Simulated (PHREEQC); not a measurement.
Solution (25 °C): 13 mmol/kgw KOH, 0.0035 mmol/kgw H4SiO4 and 3.5 mmol/kgw KH2PO4. Closed to the air; pH follows from the charge balance.

All values are PHREEQC results (ion-association model, phreeqc.dat), not measurements.

Problem. The ionic strength comes out as 0.0227 mol/kgw. What activity coefficients do KHPO4-, H3SiO4-, PO4-3, K+, HPO4-2 get?

Solution. KHPO4- 0.87, H3SiO4- 0.86, PO4-3 0.26, K+ 0.86, HPO4-2 0.57.

Precipitation was switched off in this run.
